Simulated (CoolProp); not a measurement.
Vapour-liquid equilibrium of R1234yf (1) + R134a (2) at 0.0193 MPa; x and y are mole fractions of (1).

Model: multi-fluid Helmholtz-energy mixture model, Lemmon 2022 and Tillner-Roth 1994; pair parameters Bell 2022, in CoolProp.

Problem. Give the bubble temperature and the first vapour's composition at x = 0.05, 0.5, 0.65. Is there an azeotrope?

Solution. x = 0.05: 215.5 K, y = 0.086; x = 0.5: 212.4 K, y = 0.568; x = 0.65: 212.0 K, y = 0.688. y crosses x between x = 0.8 and 0.95: the model has an azeotrope there.

Pair parameters are fitted to limited data, so mixtures are less certain than the pure fluids.
